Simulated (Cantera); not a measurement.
Feed: 1 mol Fe(CO)₅, 0.088 mol H₂, held at 3.60 Torr.

Equilibrium computed with Cantera from the NASA thermochemical tables; the gas is ideal and each condensed phase is pure. Candidate condensed phases: C, C₆H₆, C₇H₈, C₈H₁₈, Fe, Fe(CO)₅, FeO, Fe(OH)₂, Fe(OH)₃, Fe₂O₃, Fe₃O₄, H₂O; 114 gas species. Condensed phases not in the tables: cementite and carbon dissolved in iron. Kinetics and transport are ignored.

x: gas mole fraction; n: condensed amount in mol.

| T (K) | x CO | x CO₂ | x H₂ | x H₂O | x H | x Fe | x CH₄ | n C(graphite) | n Fe(α) | n Fe(γ) |
|---|---|---|---|---|---|---|---|---|---|---|
| 823 | 0.824 | 0.156 | 0.0190 | 0.000996 | 1.46e-11 | <1e-12 | 1.62e-6 | 0.691 | 1.00 | 0 |
| 923 | 0.968 | 0.0142 | 0.0174 | 0.000125 | 4.66e-10 | <1e-12 | 3.39e-7 | 0.0718 | 1.00 | 0 |
| 1023 | 0.981 | [?] | 0.0173 | [?] | [?] | [?] | [?] | [?] | 1.00 | 0 |
| 1123 | 0.982 | 0.000280 | 0.0173 | 5.38e-6 | 8.08e-8 | 6.49e-10 | 4.21e-8 | 0.00145 | 1.00 | 0 |
| 1223 | 0.983 | [?] | 0.0173 | [?] | [?] | [?] | [?] | 0 | 0 | 1.00 |
| 1323 | 0.983 | 1.83e-5 | 0.0173 | 5.98e-7 | 3.01e-6 | 4.33e-7 | 9.76e-9 | 0 | 0 | 1.000 |
| 1423 | 0.983 | 6.31e-6 | 0.0173 | 2.52e-7 | 1.26e-5 | 5.55e-6 | 5.46e-9 | 0 | 0 | 1.000 |

Complete the blanks.


- 1023, x CO₂: 0.00165
- 1023, x H₂O: 2.23e-5
- 1023, x H: 7.86e-9
- 1023, x Fe: 9.34e-12
- 1023, x CH₄: 1.08e-7
- 1023, n C(graphite): 0.00851
- 1223, x CO₂: 6.38e-5
- 1223, x H₂O: 1.64e-6
- 1223, x H: 5.71e-7
- 1223, x Fe: 2.20e-8
- 1223, x CH₄: 1.91e-8
